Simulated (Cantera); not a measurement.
A perfectly stirred reactor is fed with C₃H₈ : O₂ : N₂ : H₂O = 1 : 5.68 : 21.4 : 4.2 (molar parts), equivalence ratio 0.88, at 750 Torr; it is adiabatic with a 675 K inlet, and is followed from long to short residence time, starting on the burning branch (τ in s: 0.12, 0.063, 0.034, 0.018, 0.0096, 0.0051, 0.0027, 0.0015, 0.00078, 0.00042, 0.00022, 0.00012, 6.3e-05).

Detailed kinetics in Cantera: GRI-Mech 3.0 (53 species, 325 reactions). GRI-Mech 3.0 was tuned for natural gas; its chemistry of propane as a main component is partial and can be far from experiment.

What does this change do: pressure from 750 Torr to 3750 Torr?


| quantity | before | after |
|---|---|---|
| blow-out, bracketed by the residence times tried | burning at 63.0 µs, the shortest tried | burning at 63.0 µs, the shortest tried |
| x(C₃H₈) at τ = 0.120 s | 1.37e-7 | 4.45e-8 |
| x(O₂) at τ = 0.120 s | 0.0215 | 0.0201 |
| x(H₂O) at τ = 0.120 s | 0.241 | 0.243 |
| x(CO₂) at τ = 0.120 s | 0.0860 | 0.0882 |
| x(CO) at τ = 0.120 s | 0.00375 | 0.00178 |
| x(C₃H₈) at τ = 2.70 ms | 3.90e-6 | 1.67e-6 |
| x(O₂) at τ = 2.70 ms | 0.0269 | 0.0221 |
| x(H₂O) at τ = 2.70 ms | 0.232 | 0.241 |
| x(CO₂) at τ = 2.70 ms | 0.0775 | 0.0858 |
| x(CO) at τ = 2.70 ms | 0.0114 | 0.00390 |

What does this change do: inlet temperature 675 to 350 K?


```json
[
 {"quantity": "blow-out, bracketed by the residence times tried", "before": "burning at 63.0 µs, the shortest tried", "after": "burning at 0.220 ms, out at 0.120 ms"},
 {"quantity": "x(C₃H₈) at τ = 0.120 s", "before": "1.37e-7", "after": "3.69e-7"},
 {"quantity": "x(O₂) at τ = 0.120 s", "before": "0.0215", "after": "0.0210"},
 {"quantity": "x(H₂O) at τ = 0.120 s", "before": "0.241", "after": "0.244"},
 {"quantity": "x(CO₂) at τ = 0.120 s", "before": "0.0860", "after": "0.0884"},
 {"quantity": "x(CO) at τ = 0.120 s", "before": "0.00375", "after": "0.00157"},
 {"quantity": "x(C₃H₈) at τ = 2.70 ms", "before": "3.90e-6", "after": "7.53e-6"},
 {"quantity": "x(O₂) at τ = 2.70 ms", "before": "0.0269", "after": "0.0260"},
 {"quantity": "x(H₂O) at τ = 2.70 ms", "before": "0.232", "after": "0.235"},
 {"quantity": "x(CO₂) at τ = 2.70 ms", "before": "0.0775", "after": "0.0802"},
 {"quantity": "x(CO) at τ = 2.70 ms", "before": "0.0114", "after": "0.00885"}
]
```
